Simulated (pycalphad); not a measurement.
Source of the numbers: pycalphad with the COST 507 light-alloy database (1999); pressure 1 atm. No gas phase is included, though pure Mg would boil below 1650 K. The data set is of 1999 and partly superseded. Kinetics are ignored, which matters at the lower temperatures.

Molar enthalpy of Al-6.23Si-0.27Mg (at.%) in equilibrium (SER reference):

| T (K) | H (kJ/mol) | phases |
|---|---|---|
| 1650 | 52.91 | liquid |
| 1570 | 50.39 | liquid |
| 1490 | 47.87 | liquid |
| 1410 | 45.35 | liquid |
| 1330 | 42.83 | liquid |
| 1250 | 40.32 | liquid |
| 1170 | 37.80 | liquid |
| 1090 | 35.28 | liquid |
| 1010 | 32.77 | liquid |
| 970 | 31.51 | liquid |
| 930 | 30.26 | liquid |
| 850 | 22.10 | fcc + liquid |
| 810 | 14.51 | fcc + diamond (Si) |
| 770 | 13.15 | fcc + diamond (Si) |
| 690 | 10.56 | fcc + diamond (Si) + MG2SI |
| 610 | 8.14 | fcc + diamond (Si) + MG2SI |
| 530 | 5.88 | fcc + diamond (Si) + MG2SI |
| 450 | 3.74 | fcc + diamond (Si) + MG2SI |
| 370 | 1.68 | fcc + diamond (Si) + MG2SI |

Cooling from 930 K to 810 K, across the freezing range, releases 15.7 kJ/mol, or 582 J/g. The slope is 31 J/(mol K) in the liquid and 34 J/(mol K) just below the solidus, where it includes any heat of precipitation. Liquidus 892 K, solidus 843 K. Changes were sought between steps of 40 K, so a narrower field can be missed.

Database names, with the compositions (at.%) that they take in these runs: MG2SI: Mg 67 Si 33.
